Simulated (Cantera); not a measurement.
Input: 1 mol Si, 4 mol HBr, equilibrated at 700 K and 1.20e-5 bar.

Equilibrium computed with Cantera from the NASA thermochemical tables; the gas is ideal and each condensed phase is pure. The tables' values for SiBr3 are old estimates; treat these amounts as uncertain. The numbers say what is thermodynamically allowed, not how fast it happens.

```
species       before    after
----------  --------  -------
H2             0.656    0.596
SiBr4          0.327    0.290
HBr           0.0148   0.0988
SiBr2       0.000118   0.0112
SiBr3        7.60e-5  0.00184
SiHBr3       0.00157  0.00162
Si(s), mol   0.00972   0.0564
```
Gas species are given as mole fractions.

Problem. Which change was made?
(A) pressure from 1.20e-5 bar to 1.00 bar
(B) temperature from 700 K to 850 K
(C) temperature from 700 K to 1498 K
(D) temperature from 700 K to 1075 K

Solution. B, temperature from 700 K to 850 K
